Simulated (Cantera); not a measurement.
## Adiabatic ignition

An adiabatic, constant-pressure homogeneous reactor starts with 6.06 % CH3OH, 18.5 % O2, 69.7 % N2, 5.75 % H2O, equivalence ratio 0.49, at 1700 K and 225 Torr.

Detailed kinetics in Cantera: GRI-Mech 3.0 (53 species, 325 reactions). GRI-Mech 3.0 was tuned for natural gas; its chemistry of methanol as a main component is partial and can be far from experiment.

| t (s) | T (K) | x CH3OH | x O2 | x H2O | x NO2 | x HCO |
|---|---|---|---|---|---|---|
| 2.00e-6 | 1700 | 0.0605 | 0.185 | 0.0576 | <1e-12 | 3.58e-9 |
| 5.22e-6 | 1700 | 0.0604 | 0.185 | 0.0576 | <1e-12 | 2.00e-8 |
| 1.36e-5 | 1700 | 0.0599 | 0.185 | 0.0578 | <1e-12 | 1.11e-7 |
| 3.56e-5 | 1701 | 0.0577 | 0.183 | 0.0588 | 1.00e-12 | 1.39e-6 |
| 9.28e-5 | 1742 | 0.0401 | 0.172 | 0.0711 | 5.12e-11 | 3.40e-5 |
| 0.000242 | 2097 | <1e-12 | 0.0936 | 0.136 | 5.25e-10 | 1.20e-8 |
| 0.000632 | 2249 | <1e-12 | 0.0910 | 0.143 | 8.07e-9 | 4.92e-9 |
| 0.00165 | 2400 | <1e-12 | 0.0902 | 0.152 | 7.55e-8 | 1.69e-9 |
| 0.00431 | 2456 | <1e-12 | 0.0895 | 0.156 | 3.49e-7 | 1.05e-9 |
| 0.0112 | 2455 | <1e-12 | 0.0887 | 0.156 | 9.59e-7 | 1.03e-9 |
| 0.0294 | 2451 | <1e-12 | 0.0869 | 0.156 | 2.18e-6 | 9.95e-10 |
| 0.0766 | 2446 | <1e-12 | 0.0849 | 0.157 | 3.56e-6 | 9.61e-10 |
| 0.200 | 2445 | <1e-12 | 0.0843 | 0.157 | 3.95e-6 | 9.52e-10 |
x: mole fraction; the columns are a selection and need not sum to one.

```yaml
time_of_steepest_temperature_rise: 0.159 ms
temperature at 0.200 s: 2445 K
equilibrium_temperature: 2445 K
x(CH3OH) at 0.200 s: <1e-12 (gas-phase equilibrium <1e-12)
x(O2) at 0.200 s: 0.0843 (gas-phase equilibrium 0.0843)
x(H2O) at 0.200 s: 0.157 (gas-phase equilibrium 0.157)
```
